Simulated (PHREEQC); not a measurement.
0.41 g of hydrous ferric oxide (600 m²/g; 0.2 weak and 0.005 strong sites per Fe, Dzombak-Morel constants, diffuse double layer) in 1 kg of water with 0.005 mol/kgw of an inert sodium salt and 0.0046 mmol/kgw MnCl2 and 0.047 mmol/kgw Ag2SO4, at 25 °C; the pH is set by adding NaOH or the inert anion's acid. No oxygen is let in. No CO2 enters from the air. No solid was allowed to form.

Model: ion-association model, wateq4f.dat, run in PHREEQC.

```csv
pH,Mn sorbed (%),S sorbed (%),Ag sorbed (%),surface charge σ (C/m²),surface potential ψ (mV)
4,0.0,100.0,0.2,0.166,188
4.5,0.0,99.9,0.7,0.118,171
5,0.1,99.7,2.3,0.079,151
5.5,0.8,98.6,6.2,0.051,129
6,4.1,92.2,12.6,0.032,105
6.5,15.0,66.3,18.9,0.020,82
7,38.3,25.6,23.4,0.012,59
7.5,73.4,4.6,29.1,0.006,34
8,94.6,0.6,41.4,0.001,7
8.5,99.3,0.1,61.3,-0.004,-21
9,99.9,0.0,81.1,-0.009,-49
9.5,100.0,0.0,92.7,-0.018,-76
10,100.0,0.0,97.5,-0.030,-101
```

Along this series the solution becomes supersaturated in solids that the run did not let form, among them Cerargyrite.
